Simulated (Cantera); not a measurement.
Feed: 1 mol PbS, a varied amount of H2, at 1525 °C and 0.0170 bar.

Equilibrium computed with Cantera from the NASA thermochemical tables; the gas is ideal and each condensed phase is pure. Candidate condensed phases: Pb, PbS, S; 10 gas species. Equilibrium is a limit: real reactors are often held back by kinetics, nucleation or transport.

**Question.** At 1100 mol H2, list the 6 most abundant gas species with their mole fractions, and the condensed phases.

**Answer.** H2 0.996, H 0.00270, Pb 0.000885, H2S 0.000628, SH 0.000193, S 2.50e-5. Condensed: gas only.
